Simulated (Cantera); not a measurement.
**Aluminium nitride and oxide growth: AlCl3 + HCl + N2**

Input: 1 mol AlCl3, 1.2 mol HCl, 7.4 mol N2, equilibrated at 1.33 mbar.

These are equilibrium values from Cantera (NASA tables, ideal gas, pure condensed phases), not measurements of a reactor. Candidate condensed phases: Al, AlCl3, AlN, NH4Cl; 20 gas species. The tables' values for AlCl2 are old estimates; treat these amounts as uncertain. Kinetics and transport are ignored.

From 1173 K to 1848 K nothing is condensed. The main Al-bearing gas is AlCl3 throughout.

```json
[
 {"T (K)": "1173", "x N2": "0.771", "x HCl": "0.125", "x AlCl3": "0.104", "x Cl": "6.36e-5", "x AlCl2": "2.86e-6", "x AlCl": "2.99e-9", "x H2": "3.08e-5", "x H": "1.79e-8"},
 {"T (K)": "1248", "x N2": "0.771", "x HCl": "0.125", "x AlCl3": "0.104", "x Cl": "0.000160", "x AlCl2": "1.55e-5", "x AlCl": "5.68e-8", "x H2": "7.28e-5", "x H": "1.09e-7"},
 {"T (K)": "1323", "x N2": "0.771", "x HCl": "0.125", "x AlCl3": "0.104", "x Cl": "0.000370", "x AlCl2": "6.83e-5", "x AlCl": "7.43e-7", "x H2": "0.000151", "x H": "5.33e-7"},
 {"T (K)": "1398", "x N2": "0.770", "x HCl": "0.124", "x AlCl3": "0.104", "x Cl": "0.000805", "x AlCl2": "0.000248", "x AlCl": "6.94e-6", "x H2": "0.000272", "x H": "2.14e-6"},
 {"T (K)": "1473", "x N2": "0.770", "x HCl": "0.124", "x AlCl3": "0.103", "x Cl": "0.00169", "x AlCl2": "0.000750", "x AlCl": "4.70e-5", "x H2": "0.000423", "x H": "7.12e-6"},
 {"T (K)": "1548", "x N2": "0.769", "x HCl": "0.123", "x AlCl3": "0.102", "x Cl": "0.00351", "x AlCl2": "0.00191", "x AlCl": "0.000233", "x H2": "0.000561", "x H": "2.00e-5"},
 {"T (K)": "1623", "x N2": "0.766", "x HCl": "0.123", "x AlCl3": "0.0985", "x Cl": "0.00720", "x AlCl2": "0.00412", "x AlCl": "0.000874", "x H2": "0.000647", "x H": "4.82e-5"},
 {"T (K)": "1698", "x N2": "0.760", "x HCl": "0.122", "x AlCl3": "0.0924", "x Cl": "0.0144", "x AlCl2": "0.00772", "x AlCl": "0.00261", "x H2": "0.000680", "x H": "0.000103"},
 {"T (K)": "1773", "x N2": "0.750", "x HCl": "0.120", "x AlCl3": "0.0821", "x Cl": "0.0274", "x AlCl2": "0.0128", "x AlCl": "0.00655", "x H2": "0.000687", "x H": "0.000204"},
 {"T (K)": "1848", "x N2": "0.734", "x HCl": "0.117", "x AlCl3": "0.0663", "x Cl": "0.0488", "x AlCl2": "0.0186", "x AlCl": "0.0142", "x H2": "0.000703", "x H": "0.000385"}
]
```
x: gas mole fraction; nothing condenses.
